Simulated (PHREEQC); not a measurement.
Consider water at 85 °C with 4.4 mmol/kgw HNO3, 100 mmol/kgw K2SO4 and 0.053 mmol/kgw KH2PO4. Closed to the air; pH follows from the charge balance.

All values are PHREEQC results (ion-association model, phreeqc.dat), not measurements.

This is a speciation only: nothing precipitates in the calculation.

Q: Order these S species by the share of S that they hold, largest first: HSO4-, SO4-2, KSO4-.

A: SO4-2 (59 %), KSO4- (37 %), HSO4- (3.9 %)

The pH is 3.38 and the ionic strength 0.223 mol/kgw. Constants without temperature data keep their 25 °C values here.
